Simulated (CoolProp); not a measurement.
Computed with CoolProp (reference Helmholtz-energy equation of state, Thol 2017).

Q: Give the vapour pressure (bar), liquid density (kg/m³), vapour density (kg/m³), surface tension (mN/m) of saturated decamethyltetrasiloxane (MD2M) at 371.2, 409.6 K.

A: 
```tsv
T (K)	p (bar)	liquid density (kg/m³)	vapour density (kg/m³)	surface tension (mN/m)
371.2	0.0422	775	0.427	11.7
409.6	0.190	735	1.77	9.01
```

Surface tension comes from a separate correlation (Mulero 2014), older than this fluid's equation and unchecked against measurements.
